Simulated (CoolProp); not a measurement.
A simple Rankine cycle with R11: condensing at 321.15 K, boiler at 2.7 MPa, turbine inlet 453.3 K, turbine efficiency 0.75, pump efficiency 0.6, no recuperator. Each further row changes one setting.

Model: reference Helmholtz-energy equation of state, Jacobsen 1992, in CoolProp.

```json
[
 {"case": "as stated", "thermal efficiency (%)": "15.1", "net work (kJ/kg)": "?", "heat in (kJ/kg)": "228", "turbine exit temperature (K)": "354.9", "volume ratio over the turbine": "13.1"},
 {"case": "turbine inlet 473.3 K", "thermal efficiency (%)": "15.4", "net work (kJ/kg)": "37.8", "heat in (kJ/kg)": "?", "turbine exit temperature (K)": "?", "volume ratio over the turbine": "12.4"},
 {"case": "condensing temperature 313.15 K", "thermal efficiency (%)": "16.1", "net work (kJ/kg)": "37.9", "heat in (kJ/kg)": "235", "turbine exit temperature (K)": "348.3", "volume ratio over the turbine": "?"},
 {"case": "boiler pressure 1.89 MPa", "thermal efficiency (%)": "13.8", "net work (kJ/kg)": "?", "heat in (kJ/kg)": "?", "turbine exit temperature (K)": "376.0", "volume ratio over the turbine": "8.40"},
 {"case": "turbine efficiency 0.65", "thermal efficiency (%)": "12.9", "net work (kJ/kg)": "29.5", "heat in (kJ/kg)": "228", "turbine exit temperature (K)": "362.7", "volume ratio over the turbine": "13.4"}
]
```

### Question
Some entries are withheld; supply them.

### Answer

- as stated, net work (kJ/kg): 34.4
- turbine inlet 473.3 K, heat in (kJ/kg): 246
- turbine inlet 473.3 K, turbine exit temperature (K): 377.5
- condensing temperature 313.15 K, volume ratio over the turbine: 16.6
- boiler pressure 1.89 MPa, net work (kJ/kg): 33.1
- boiler pressure 1.89 MPa, heat in (kJ/kg): 240
